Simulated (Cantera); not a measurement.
Input: 1 mol C6H6, 17 mol H2, at 0.250 bar.

Cantera equilibrium calculation (NASA polynomials, part measured and part estimated; ideal gas, pure solids and liquids). Candidate condensed phases: C, C6H6, C7H8, C8H18; 76 gas species. Equilibrium is a limit: real reactors are often held back by kinetics, nucleation or transport.

x: gas mole fraction; n: condensed amount in mol.

```tsv
T (K)	x H2	x CH4	x H	x C2H2 (acetylene)	x C2H	x C4H2	n C(graphite)
825	0.840	0.160	1.45e-11	3.04e-12	<1e-12	<1e-12	3.25
975	0.970	0.0296	2.25e-9	5.53e-10	<1e-12	<1e-12	5.43
1125	0.993	0.00711	8.86e-8	2.28e-8	<1e-12	<1e-12	5.86
1275	0.998	[?]	[?]	[?]	<1e-12	<1e-12	5.95
1425	0.999	0.000940	1.36e-5	3.52e-6	<1e-12	4.70e-12	5.98
1575	0.999	0.000454	8.31e-5	2.11e-5	5.13e-12	1.72e-10	5.99
1725	0.999	0.000249	0.000371	9.21e-5	2.15e-10	3.33e-9	5.99
1875	0.998	0.000151	0.00131	0.000316	4.93e-9	3.99e-8	5.98
2025	0.995	[?]	[?]	[?]	[?]	[?]	5.96
2175	0.988	6.78e-5	0.00970	0.00220	6.99e-7	2.00e-6	5.91
2325	0.973	4.83e-5	0.0217	0.00476	5.10e-6	9.54e-6	5.80
2475	0.947	3.50e-5	0.0438	0.00921	2.90e-5	3.70e-5	5.62
2625	0.903	2.53e-5	0.0807	0.0161	0.000133	0.000119	5.31
2775	0.836	1.77e-5	0.137	0.0256	0.000508	0.000327	4.84
```

Problem. Fill in the missing entries.

Solution. 
- 1275, x CH4: 0.00231
- 1275, x H: 1.47e-6
- 1275, x C2H2 (acetylene): 3.83e-7
- 2025, x CH4: 9.84e-5
- 2025, x H: 0.00384
- 2025, x C2H2 (acetylene): 0.000901
- 2025, x C2H: 7.08e-8
- 2025, x C4H2: 3.28e-7
